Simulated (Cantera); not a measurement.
## Equilibrium for carbon deposition, reforming and gasification: toluene + CO2 + N2

Input: 1 mol toluene, a varied amount of CO2, 0.35 mol N2, at 623.15 K and 68.3 Torr.

Cantera equilibrium calculation (NASA polynomials, part measured and part estimated; ideal gas, pure solids and liquids). Candidate condensed phases: C, C6H6, C7H8, C8H18, H2O; 136 gas species. The numbers say what is thermodynamically allowed, not how fast it happens.

| n(CO2) (mol) | x CO2 | x CH4 | x H2O | x H2 | x N2 | n C(graphite) |
|---|---|---|---|---|---|---|
| 0.25 | 0.00735 | 0.426 | 0.148 | 0.304 | 0.114 | 5.92 |
| 0.32 | 0.0116 | 0.401 | 0.180 | 0.295 | 0.112 | 6.02 |
| 0.42 | 0.0191 | 0.368 | 0.221 | 0.282 | 0.108 | 6.17 |
| 0.55 | 0.0307 | 0.330 | 0.265 | 0.267 | 0.104 | 6.34 |
| 0.72 | 0.0483 | 0.289 | 0.311 | 0.250 | 0.0996 | 6.53 |
| 0.93 | 0.0728 | 0.246 | 0.353 | 0.231 | 0.0942 | 6.74 |
| 1.2 | 0.106 | 0.204 | 0.389 | 0.210 | 0.0881 | 6.96 |
| 1.6 | 0.157 | 0.158 | 0.416 | 0.185 | 0.0802 | 7.21 |
| 2.1 | 0.218 | 0.119 | 0.426 | 0.161 | 0.0722 | 7.44 |
| 2.7 | 0.285 | 0.0888 | 0.419 | 0.139 | 0.0643 | 7.65 |
| 3.5 | 0.360 | 0.0633 | 0.398 | 0.117 | 0.0562 | 7.83 |
| 4.6 | 0.443 | 0.0429 | 0.364 | 0.0964 | 0.0478 | 8.00 |
| 5.9 | 0.519 | 0.0294 | 0.326 | 0.0798 | 0.0406 | 8.12 |
x: gas mole fraction; n: condensed amount in mol.

From 0.25 mol CO2 to 5.9 mol CO2 the condensed part is C(graphite). The main C-bearing gas is CH4 at 0.25 mol CO2 and CO2 at 5.9 mol CO2. The share of C in condensed phases is highest at 0.93 mol CO2 (84.9 %) and lowest at 5.9 mol CO2 (63.0 %).
